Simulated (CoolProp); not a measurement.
Properties of methane along the isotherm -77.55 °C (Tc = -82.6 °C, pc = 4.599 MPa, ω = 0.011).

The numbers come from the reference Helmholtz-energy equation of state, Setzmann 1991 in CoolProp.

| p (MPa) | phase | density (kg/m³) | cp (kJ/(kg K)) | cv (kJ/(kg K)) | speed of sound (m/s) |
|---|---|---|---|---|---|
| 0.145 | gas | 1.445 | 2.113 | 1.575 | 365.2 |
| 0.213 | gas | 2.132 | 2.126 | 1.577 | 364.3 |
| 0.313 | gas | 3.155 | 2.146 | 1.582 | 362.9 |
| 0.46 | gas | 4.686 | 2.176 | 1.588 | 360.7 |
| 0.675 | gas | 6.985 | 2.223 | 1.599 | 357.6 |
| 0.991 | gas | 10.51 | 2.302 | 1.615 | 352.9 |
| 1.45 | gas | 15.98 | 2.437 | 1.641 | 345.9 |
| 2.13 | gas | 25.03 | 2.706 | 1.685 | 334.8 |
| 3.13 | gas | 41.45 | 3.384 | 1.770 | 316.7 |
| 4.6 | supercritical | 83.02 | 7.685 | 2.033 | 283.5 |
| 6.75 | supercritical | 243.9 | 7.722 | 1.961 | 446.7 |
| 9.91 | supercritical | 279.2 | 4.999 | 1.873 | 611.5 |
| 14.5 | supercritical | 303.3 | 4.166 | 1.855 | 748.0 |
| 21.3 | supercritical | 324.8 | 3.721 | 1.860 | 884.3 |
| 31.3 | supercritical | 345.6 | 3.440 | 1.879 | 1028 |
| 46 | supercritical | 366.7 | 3.250 | 1.910 | 1185 |

The peak of cp marks the crossing from liquid-like to gas-like fluid above the critical point.
